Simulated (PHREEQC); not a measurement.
KOH is added in steps, without added water, to 1 kg of water holding 0.00024 mol CaSO4, 0.00012 mol Na2HPO4 and 0.25 mol KCl, at 30 °C. O2 is buffered at 0.21 atm. No CO2 enters from the air. No solid was allowed to form.

Base run: PHREEQC, ion-association model, wateq4f.dat. Each further column changes one thing. The table gives PO4-3 (mol/kgw).

| KOH added (mol) | base | Debye-Hückel limiting law | metal-ligand complexes left out | Davies equation for every ion | database phreeqc.dat |
|---|---|---|---|---|---|
| 0 | 3.93e-8 | 1.12e-7 | 5.26e-8 | 3.71e-8 | 5.22e-8 |
| 0.00084 | 4.72e-6 | 2.38e-5 | 1.09e-5 | 4.33e-6 | 6.17e-6 |
| 0.00154 | 6.39e-6 | 3.51e-5 | 1.87e-5 | 5.81e-6 | 8.32e-6 |
| 0.00238 | 7.60e-6 | 4.40e-5 | 2.67e-5 | 6.86e-6 | 9.86e-6 |
| 0.00322 | 8.40e-6 | 5.01e-5 | 3.35e-5 | 7.55e-6 | 1.09e-5 |
| 0.00406 | 8.97e-6 | 5.46e-5 | 3.94e-5 | 8.03e-6 | 1.16e-5 |
| 0.00476 | 9.35e-6 | 5.76e-5 | 4.38e-5 | 8.35e-6 | 1.20e-5 |
| 0.0056 | 9.71e-6 | 6.05e-5 | 4.84e-5 | 8.65e-6 | 1.25e-5 |

In at least one series the solution becomes supersaturated in solids that the run did not let form, among them Hydroxyapatite. H3PO4, which wateq4f.dat lacks, is added to it with the constant of phreeqc.dat. phreeqc.dat and wateq4f.dat share most of their constants, so their agreement is no independent check.
